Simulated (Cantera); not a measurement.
Mixture: CH₄ : CO : O₂ : N₂ : CO₂ = 1 : 0.17 : 2.29 : 8.61 : 2.9 (molar parts), equivalence ratio 0.91, at 5.20 bar, adiabatic and at constant pressure. Ignition delay is the time to a rise of 400 K.

Model: GRI-Mech 3.0 (53 species, 325 reactions), integrated in Cantera.

### Question
What does this change do: pressure from 5.20 bar to 20.0 bar?

### Answer
```tsv
quantity	before	after
delay at 1250 K	7.51 ms	1.84 ms
delay at 1450 K	0.762 ms	0.227 ms
delay at 1650 K	0.112 ms	39.2 µs
delay at 1850 K	25.4 µs	8.95 µs
delay at 2050 K	8.48 µs	2.79 µs
apparent activation energy between 1950 and 2150 K	160 kJ/mol	180 kJ/mol
```
The pressure lies above the range GRI-Mech 3.0 was tuned for (to about 10 atm).
